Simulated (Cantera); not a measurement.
**Equilibrium for oxide etching and cleaning by halides: MgO + HCl + H2**

Input: 1 mol MgO, 1.3 mol HCl, 0.17 mol H2, at 1098 K.

Equilibrium computed with Cantera from the NASA thermochemical tables; the gas is ideal and each condensed phase is pure. Candidate condensed phases: H2O, Mg, MgCl2, MgO, Mg(OH)2; 22 gas species. Mutual solubility and eutectic melting of coexisting phases are not modelled. Kinetics and transport are ignored.

```tsv
P (Pa)	x HCl	x H2	x H2O	x MgCl2	n MgO(s)	n MgCl2(l)
1	0.868	0.116	0.00814	0.00814	0.988	0
3.60	0.868	0.116	0.00814	0.00814	0.988	0
13	0.868	0.116	0.00814	0.00814	0.988	0
46	0.868	0.116	0.00814	0.00814	0.988	0
170	0.868	0.116	0.00814	0.00814	0.988	0
600	0.868	0.116	0.00814	0.00814	0.988	0
2200	0.868	0.116	0.00814	0.00814	0.988	0
7700	0.868	0.116	0.00814	0.00814	0.988	0
28000	0.866	0.116	0.0125	0.00527	0.982	0.0105
100000	0.837	0.120	0.0417	0.00148	0.941	0.0568
```
x: gas mole fraction; n: condensed amount in mol.

From 1.00e-5 bar to 0.0770 bar the condensed part is MgO(s). From 0.280 bar to 1.00 bar the condensed part is MgCl2(l) + MgO(s). The main Mg-bearing gas is MgCl2 throughout.
